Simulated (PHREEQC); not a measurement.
Make-up at 32 °C: 0.0033 mol/kgw HF, 0.00035 mol/kgw H2SiF6 and 0.28 mol/kgw H2SO4. Closed to the air; pH follows from the charge balance.

All values are PHREEQC results (ion-association model, wateq4f.dat), not measurements.

Each row changes one thing in this solution. Precipitation was switched off in this run.

```json
[
 {"case": "as made", "pH": "0.62", "ionic strength (mol/kgw)": "0.334", "HSO4- (mol/kgw)": "0.253", "SO4-2 (mol/kgw)": "0.0271", "HF (mol/kgw)": "0.00512", "H2F2 (mol/kgw)": "5.71e-5"},
 {"case": "HF from 0.0033 to 0.00363 mol/kgw", "pH": "0.62", "ionic strength (mol/kgw)": "0.334", "HSO4- (mol/kgw)": "0.253", "SO4-2 (mol/kgw)": "0.0271", "HF (mol/kgw)": "0.00539", "H2F2 (mol/kgw)": "6.32e-5"},
 {"case": "H2SiF6 left out", "pH": "0.62", "ionic strength (mol/kgw)": "0.334", "HSO4- (mol/kgw)": "0.253", "SO4-2 (mol/kgw)": "0.0271", "HF (mol/kgw)": "0.00324", "H2F2 (mol/kgw)": "2.29e-5"},
 {"case": "HF from 0.0033 to 0.00066 mol/kgw", "pH": "0.62", "ionic strength (mol/kgw)": "0.334", "HSO4- (mol/kgw)": "0.253", "SO4-2 (mol/kgw)": "0.0271", "HF (mol/kgw)": "(withheld)", "H2F2 (mol/kgw)": "1.61e-5"},
 {"case": "H2SO4 from 0.28 to 0.056 mol/kgw", "pH": "1.24", "ionic strength (mol/kgw)": "0.0825", "HSO4- (mol/kgw)": "0.0429", "SO4-2 (mol/kgw)": "0.0131", "HF (mol/kgw)": "0.00473", "H2F2 (mol/kgw)": "(withheld)"},
 {"case": "0.099 mol/kgw H3PO4 added", "pH": "0.62", "ionic strength (mol/kgw)": "0.338", "HSO4- (mol/kgw)": "0.253", "SO4-2 (mol/kgw)": "0.0269", "HF (mol/kgw)": "0.00512", "H2F2 (mol/kgw)": "5.71e-5"}
]
```

Problem. Fill in the missing entries.

Solution. 
- HF from 0.0033 to 0.00066 mol/kgw, HF (mol/kgw): 0.00271
- H2SO4 from 0.28 to 0.056 mol/kgw, H2F2 (mol/kgw): 4.60e-5

Species that the database lacks are ignored. Some of these states are supersaturated (in Quartz (slow to form), Chalcedony (slow to form), for instance). H3PO4, which wateq4f.dat lacks, is added to it with the constant of phreeqc.dat. SiF6-2 is the database's only silicon fluoride.
